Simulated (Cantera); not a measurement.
A Cantera script and its output.

```python
import numpy as np
import cantera as ct

gas = ct.Solution("gri30.yaml")
gas.TPX = 1675, 101325, {'H2': 1, 'O2': 0.568, 'N2': 2.14, 'H2O': 0.3}
reactor = ct.IdealGasReactor(gas, energy="on", clone=False)
net = ct.ReactorNet([reactor])
net.rtol, net.atol = 1e-08, 1e-16
show = ['H2', 'O2', 'H2O', 'NO', 'N2O']
times = np.geomspace(8e-06, 1, 12)

steps = ct.SolutionArray(gas, extra=["t"])
rows = []
print(f"{'t/s':>10s}{'T/K':>9s}{'P/Pa':>11s}" + "".join(f"{s:>11s}" for s in show))
for t in times:
    while net.time < t:
        t_next = net.step()
        steps.append(gas.state, t=t_next)
    rows.append([np.interp(t, steps.t, y) for y in (steps.T, steps.P, *steps(*show).X.T)])
    print(f"{t:10.3e}{rows[-1][0]:9.1f}{rows[-1][1]:11.4g}" + "".join(f"{x:11.3e}" for x in rows[-1][2:]))
rate = np.gradient(steps.T, steps.t)
print("integrator steps:", len(steps.t))
if steps.T.max() > steps.T[0] + 200:
    print(f"time of steepest temperature rise: {steps.t[rate.argmax()]:.4e} s")
gas.TPX = 1675, 101325, {'H2': 1, 'O2': 0.568, 'N2': 2.14, 'H2O': 0.3}
gas.equilibrate("UV")
print(f"equilibrium (UV): T = {gas.T:.1f} K  " + "  ".join(f"{s} {gas[s].X[0]:.3e}" for s in show))
```

Result:

```
       t/s      T/K       P/Pa         H2         O2        H2O         NO        N2O
 8.000e-06   1750.3  1.056e+05  1.433e-01  9.388e-02  1.476e-01  2.545e-07  1.686e-08
 2.325e-05   2397.7  1.387e+05  5.671e-02  3.803e-02  2.395e-01  5.443e-05  1.243e-07
 6.758e-05   2867.9  1.605e+05  4.434e-02  2.966e-02  2.757e-01  6.710e-04  5.282e-07
 1.964e-04   2906.6  1.622e+05  4.294e-02  2.792e-02  2.798e-01  3.424e-03  6.375e-07
 5.708e-04   2900.4  1.617e+05  4.353e-02  2.606e-02  2.801e-01  8.799e-03  6.888e-07
 1.659e-03   2896.5  1.615e+05  4.392e-02  2.491e-02  2.802e-01  1.217e-02  7.490e-07
 4.822e-03   2896.3  1.614e+05  4.394e-02  2.485e-02  2.802e-01  1.234e-02  7.525e-07
 1.401e-02   2896.3  1.614e+05  4.394e-02  2.485e-02  2.802e-01  1.234e-02  7.525e-07
 4.073e-02   2896.3  1.614e+05  4.394e-02  2.485e-02  2.802e-01  1.234e-02  7.525e-07
 1.184e-01   2896.3  1.614e+05  4.394e-02  2.485e-02  2.802e-01  1.234e-02  7.525e-07
 3.441e-01   2896.3  1.614e+05  4.394e-02  2.485e-02  2.802e-01  1.234e-02  7.525e-07
 1.000e+00   2896.3  1.614e+05  4.394e-02  2.485e-02  2.802e-01  1.234e-02  7.525e-07
integrator steps: 1147
time of steepest temperature rise: 8.4253e-06 s
equilibrium (UV): T = 2896.3 K  H2 4.394e-02  O2 2.485e-02  H2O 2.802e-01  NO 1.234e-02  N2O 7.525e-07
```

Computed with Cantera and GRI-Mech 3.0 (53 species, 325 reactions).
